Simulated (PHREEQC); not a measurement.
1 kg of water holding 130 mmol/kgw K2CO3 and 36 mmol/kgw Na2SO4 meets 20 L of dry gas (CO2 0.53, H2S 0.47 by moles) at fixed total pressure, at 80 °C; fugacities by Peng-Robinson. The gases take part in no redox reaction, some water evaporates into the gas, and hydrates or a liquid gas phase aren't modelled. Nothing may precipitate in this run.

All values are PHREEQC results (ion-association model, phreeqc.dat), not measurements.

```
P (atm)  dissolved CO2 (all carbonate carbon) (mol/kgw)  φ of CO2  p of CO2 (atm)  dissolved H2S (mol/kgw)
-------  ----------------------------------------------  --------  --------------  -----------------------
1                                                 0.133     0.998           0.352                    0.136
2                                                 0.125     0.994           0.927                        …
3                                                 0.126     0.991            1.48                        …
5                                                 0.134     0.984            2.56                        …
7.5                                               0.147     0.976            3.91                        …
10                                                0.161     0.969            5.25                        …
15                                                0.189     0.953            7.92                    0.386
```

Problem. Fill in the missing entries.

Solution. 
- 2, dissolved H2S (mol/kgw): 0.168
- 3, dissolved H2S (mol/kgw): 0.191
- 5, dissolved H2S (mol/kgw): 0.228
- 7.5, dissolved H2S (mol/kgw): 0.271
- 10, dissolved H2S (mol/kgw): 0.311

Species that the database lacks are ignored. At this temperature some constants are extrapolated from 25 °C, and those without enthalpy data are left unchanged.
